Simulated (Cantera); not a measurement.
## Gas-phase reforming

A perfectly stirred reactor is fed with 72.5 % CH₄, 27.5 % CO₂, at 1200 Torr; it is held at 1700 K, and followed from long to short residence time.

Model: GRI-Mech 3.0 (53 species, 325 reactions), integrated in Cantera. GRI-Mech 3.0 stops at C3 and has no aromatics, soot or wall deposition, so with more carbon than oxygen in the feed, carbon stays in small species such as C2H2 where larger ones or solid carbon would form.

| τ (s) | x CH₄ | x CO₂ | x C₂H₂ | x O | x O₂ | x C₂H₆ |
|---|---|---|---|---|---|---|
| 0.64 | 0.0546 | 0.0117 | 0.133 | 1.98e-11 | 1.19e-12 | 2.58e-5 |
| 0.23 | 0.0801 | 0.0218 | 0.147 | 2.75e-11 | 2.90e-12 | 5.23e-5 |
| 0.081 | 0.127 | 0.0435 | 0.152 | 3.24e-11 | 5.33e-12 | 0.000126 |
| 0.029 | 0.207 | 0.0888 | 0.139 | 3.16e-11 | 6.86e-12 | 0.000312 |
| 0.010 | 0.332 | 0.159 | 0.105 | 2.44e-11 | 5.21e-12 | 0.000750 |
| 0.0036 | 0.469 | 0.217 | 0.0626 | 1.61e-11 | 2.30e-12 | 0.00152 |
| 0.0013 | 0.586 | 0.251 | 0.0262 | 9.61e-12 | <1e-12 | 0.00254 |
| 0.00046 | 0.669 | 0.268 | 0.00570 | 4.49e-12 | <1e-12 | 0.00306 |
x: mole fraction; the columns are a selection and need not sum to one.
